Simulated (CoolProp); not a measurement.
Ammonia along the isobar 20500 kPa: density (kg/m³) from the reference equation and from simpler models built on Tc = 132.4 °C, pc = 11360 kPa, ω = 0.256; each cubic takes its own stable root.

Computed with CoolProp (reference Helmholtz-energy equation of state, Gao 2020).

```tsv
T (°C)	phase	reference	van der Waals	Redlich-Kwong	Soave-Redlich-Kwong	Peng-Robinson
132.15	liquid	425.7	260.9	319.4	319.5	355.0
155.05	supercritical	341.9	236.2	266.3	253.0	275.6
177.85	supercritical	223.1	205.9	205.2	182.2	194.3
200.65	supercritical	158.7	171.3	158.1	140.6	148.7
223.55	supercritical	129.3	142.0	131.0	118.2	124.4
246.35	supercritical	112.0	122.2	114.2	104.1	109.0
269.15	supercritical	100.2	108.6	102.5	94.07	98.19
292.05	supercritical	91.46	98.61	93.67	86.40	89.91
314.85	supercritical	84.62	90.85	86.72	80.31	83.35
337.65	supercritical	79.05	84.55	81.03	75.29	77.96
360.55	supercritical	74.37	79.29	76.22	71.02	73.39
383.35	supercritical	70.39	74.81	72.11	67.36	69.48
406.15	supercritical	66.92	70.93	68.53	64.17	66.07
429.05	supercritical	63.86	67.51	65.35	61.32	63.05
451.85	supercritical	61.14	64.48	62.53	58.79	60.37
```
